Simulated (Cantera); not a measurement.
A perfectly stirred reactor is fed with CH4 : H2O = 1 : 1.9 (molar parts), at 0.227 atm; it is held at 2025 K, and followed from long to short residence time.

Model: GRI-Mech 3.0 (53 species, 325 reactions), integrated in Cantera.

What does this change do: temperature 2025 to 1275 K?


```json
[
 {"quantity": "x(CH4) at τ = 1.20 s", "before": "0.00179", "after": "0.343"},
 {"quantity": "x(H2O) at τ = 1.20 s", "before": "0.176", "after": "0.655"},
 {"quantity": "x(H) at τ = 1.20 s", "before": "0.00295", "after": "3.60e-9"},
 {"quantity": "x(HO2) at τ = 1.20 s", "before": "2.43e-11", "after": "<1e-12"},
 {"quantity": "x(O2) at τ = 1.20 s", "before": "3.69e-8", "after": "<1e-12"},
 {"quantity": "x(CH4) at τ = 47.0 ms", "before": "0.0138", "after": "0.345"},
 {"quantity": "x(H2O) at τ = 47.0 ms", "before": "0.252", "after": "0.655"},
 {"quantity": "x(H) at τ = 47.0 ms", "before": "0.00262", "after": "6.30e-10"},
 {"quantity": "x(HO2) at τ = 47.0 ms", "before": "4.55e-11", "after": "<1e-12"},
 {"quantity": "x(O2) at τ = 47.0 ms", "before": "6.09e-8", "after": "<1e-12"}
]
```
